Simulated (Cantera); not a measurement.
What does this Cantera script print?

```python
import numpy as np
import cantera as ct

gas = ct.Solution("gri30.yaml")
gas.TPX = 625, 101325, {'CH4': 1, 'H2': 0.063, 'O2': 1.19, 'N2': 4.49}
inlet = ct.Reservoir(gas, clone=True)
gas.equilibrate("HP")  # start burning
reactor = ct.IdealGasConstPressureReactor(gas, energy="on", clone=False)
exhaust = ct.Reservoir(gas, clone=True)
tau = [0.051, 0.021, 0.0088, 0.0037, 0.0015, 0.00063, 0.00026, 0.00011, 4.6e-05, 1.9e-05, 7.9e-06, 3.3e-06][0]
for a, b in ((inlet, reactor), (reactor, exhaust)):
    ct.MassFlowController(a, b, mdot=lambda t: reactor.mass / tau)
net = ct.ReactorNet([reactor])
show = ['CH4', 'H2', 'O2', 'CH2', 'HCO', 'CH2O']

rows = []
print(f"{'tau/s':>10s}{'T/K':>9s}" + "".join(f"{s:>11s}" for s in show))
for tau in [0.051, 0.021, 0.0088, 0.0037, 0.0015, 0.00063, 0.00026, 0.00011, 4.6e-05, 1.9e-05, 7.9e-06, 3.3e-06]:
    net.initial_time = 0.0
    net.advance(30 * tau)
    before = gas.X
    net.advance(40 * tau)
    drift = np.max(np.abs(gas.X - before) / (gas.X + 1e-9))
    rows.append([gas.T, *gas[show].X, drift])
    print(f"{tau:10.3e}{gas.T:9.1f}" + "".join(f"{x:11.3e}" for x in gas[show].X))
```

Output:

```
     tau/s      T/K        CH4         H2         O2        CH2        HCO       CH2O
 5.100e-02   2004.9  2.082e-03  1.102e-01  2.740e-04  2.425e-06  1.175e-07  5.760e-06
 2.100e-02   2006.4  2.927e-03  1.055e-01  5.742e-04  4.689e-06  2.220e-07  1.071e-05
 8.800e-03   2004.4  3.835e-03  1.004e-01  1.153e-03  8.632e-06  4.400e-07  1.929e-05
 3.700e-03   1995.8  4.901e-03  9.525e-02  2.280e-03  1.512e-05  9.037e-07  3.447e-05
 1.500e-03   1973.1  6.556e-03  8.971e-02  4.754e-03  2.493e-05  1.960e-06  6.462e-05
 6.300e-04   1913.9  1.036e-02  8.281e-02  1.122e-02  3.269e-05  4.175e-06  1.352e-04
 2.600e-04    625.0  1.483e-01  9.343e-03  1.765e-01 -9.354e-34 -8.471e-30 -8.013e-17
 1.100e-04    625.0  1.483e-01  9.343e-03  1.765e-01 -8.024e-35  1.888e-32  1.785e-19
 4.600e-05    625.0  1.483e-01  9.343e-03  1.765e-01 -2.168e-36  2.326e-34  2.178e-21
 1.900e-05    625.0  1.483e-01  9.343e-03  1.765e-01  6.295e-37  1.946e-35  1.843e-22
 7.900e-06    625.0  1.483e-01  9.343e-03  1.765e-01  5.826e-37  3.837e-36  3.641e-23
 3.300e-06    625.0  1.483e-01  9.343e-03  1.765e-01  2.499e-37  7.577e-37  7.218e-24
```

Computed with Cantera and GRI-Mech 3.0 (53 species, 325 reactions).
